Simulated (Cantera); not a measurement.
Feed: 1 mol TiCl₄, 0.37 mol C₃H₈, 14 mol H₂, at 75.0 Torr.

These are equilibrium values from Cantera (NASA tables, ideal gas, pure condensed phases), not measurements of a reactor. Candidate condensed phases: C, C₆H₆, C₇H₈, C₈H₁₈, Ti, TiC, TiCl₂, TiCl₃, TiCl₄; 96 gas species. TiC: taken at fixed stoichiometry. The numbers say what is thermodynamically allowed, not how fast it happens. All values below are at 1075 °C.

Base state: H₂ 0.782, HCl 0.213, TiCl₃ 0.00287, TiCl₄ 0.00211, CH₄ 0.000357 (mole fractions); condensed: C(graphite) + TiC(s).

Problem. What changes in the equilibrium state with this change: TiCl₄ replaced by Ti(OiPr)₄?

Solution. 
```
species             before     after
----------------  --------  --------
H₂                   0.782     0.880
CO                       0     0.119
CH₄               0.000357  0.000452
HCl                  0.213         0
TiCl₃              0.00287         0
TiCl₄              0.00211         0
H₂O                      0   6.13e-5
C(graphite), mol     0.191      8.10
TiC(s), mol          0.913      1.00
```
The feed counts by its element totals alone. Further candidate phases: H₂O, TiO, TiO₂, Ti₂O₃, Ti₃O₅, Ti₄O₇.
